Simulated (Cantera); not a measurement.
Feed: 1 mol Si, 0.033 mol CO2, 5.2 mol H2, equilibrated at 1 atm.

Cantera equilibrium calculation (NASA polynomials, part measured and part estimated; ideal gas, pure solids and liquids). Candidate condensed phases: C, C6H6, C7H8, C8H18, H2O, Si, SiC, SiO2; 123 gas species. Mutual solubility and eutectic melting of coexisting phases are not modelled. The tables hold silica as quartz up to 1696 K and as liquid above; real silica turns to tridymite and cristobalite and melts near 1996 K. Gases not in the tables: Si2H6 and higher silanes. Equilibrium is a limit: real reactors are often held back by kinetics, nucleation or transport.

What share of the Si ends up in condensed phases as a function of T (°C), at 1100, 1175, 1250, 1325, 1400, 1475, 1550, 1625, 1700, 1775, 1850?


```tsv
T (°C)	Si condensed (%)	as
1100	100.0	Si(s) + SiC(s) + SiO2(β-quartz)
1175	99.9	Si(s) + SiC(s) + SiO2(β-quartz)
1250	99.6	Si(s) + SiC(s) + SiO2(β-quartz)
1325	98.6	Si(s) + SiC(s) + SiO2(β-quartz)
1400	95.5	Si(s) + SiC(s) + SiO2(β-quartz)
1475	93.9	Si(l) + SiC(s)
1550	94.1	Si(l) + SiC(s)
1625	94.4	Si(l) + SiC(s)
1700	94.8	Si(l) + SiC(s)
1775	95.2	Si(l) + SiC(s)
1850	95.6	Si(l) + SiC(s)
```
